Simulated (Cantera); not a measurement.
An isothermal, constant-pressure homogeneous reactor starts with H₂ : O₂ = 0.092 : 1 (molar parts), equivalence ratio 0.046, at 925 K and 0.0132 atm.

Model: the H2/O2 subset of GRI-Mech 3.0, which has no nitrogen chemistry, integrated in Cantera. Radical loss at walls, strong at low pressure, is not modelled. Below about 950 K walls govern HO2 and H2O2 in real vessels. The temperature is held fixed by assumption; the heat of reaction is taken as removed at once.

One state of this run: x H₂ = 2.52e-10; x O₂ = 0.912; x OH = 6.02e-7; x H = 1.38e-12; x HO₂ = 2.40e-10; x O = 4.53e-9; x H₂O₂ = 2.75e-10. x: mole fraction; the columns are a selection and need not sum to one.

Task: Which value of t (s) does it belong to?
(A) 0.000119
(B) 200
(C) 1.68
(D) 0.0141

Result: B, 200
